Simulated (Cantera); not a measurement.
Charge: 1 mol Si, 2.7 mol H₂, equilibrated at 0.680 bar.

Equilibrium computed with Cantera from the NASA thermochemical tables; the gas is ideal and each condensed phase is pure. Candidate condensed phases: Si; 9 gas species. Gases not in the tables: Si₂H₆ and higher silanes. The numbers say what is thermodynamically allowed, not how fast it happens.

log p: log10 of the partial pressure in bar; n: condensed amount in mol.

```
T (°C)  log p H₂  log p H  log p SiH₂  log p SiH  log p Si  log p SiH₄  n Si(s)  n Si(l)
------  --------  -------  ----------  ---------  --------  ----------  -------  -------
250        -0.17     <-12        <-12       <-12      <-12       -7.92     1.00        0
450        -0.17     <-12        <-12       <-12      <-12       -7.19     1.00        0
650        -0.17        ?           ?       <-12      <-12           ?    1.000        0
850        -0.17        ?           ?          ?      <-12           ?    1.000        0
1050       -0.17    -5.88       -7.12      -9.27    -10.05       -6.43    1.000        0
1250       -0.17    -4.72       -5.87      -7.36     -7.74       -6.31    1.000        0
1450       -0.17    -3.82       -4.94      -5.93     -6.01       -6.25        0    1.000
```

Question: Fill in the missing entries.

Answer: 
- 650, log p H: -9.70
- 650, log p SiH₂: -11.25
- 650, log p SiH₄: -6.82
- 850, log p H: -7.45
- 850, log p SiH₂: -8.81
- 850, log p SiH: -11.87
- 850, log p SiH₄: -6.59
